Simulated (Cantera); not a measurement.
## Ignition delay

Mixture: CH₄ : O₂ : N₂ = 1 : 1.11 : 3.33 (molar parts), at 6.60 bar, adiabatic and at constant pressure. Ignition delay is the time to a rise of 400 K.

Computed with Cantera and GRI-Mech 3.0 (53 species, 325 reactions).

```json
[
 {"T0 (K)": "1300", "delay (ms)": "2.50"},
 {"T0 (K)": "1375", "delay (ms)": "1.07"},
 {"T0 (K)": "1450", "delay (ms)": "0.480"},
 {"T0 (K)": "1525", "delay (ms)": "0.226"},
 {"T0 (K)": "1600", "delay (ms)": "0.111"},
 {"T0 (K)": "1675", "delay (ms)": "0.0573"},
 {"T0 (K)": "1750", "delay (ms)": "0.0313"},
 {"T0 (K)": "1825", "delay (ms)": "0.0181"}
]
```

- apparent activation energy between 1675 and 1825 K = 190 kJ/mol
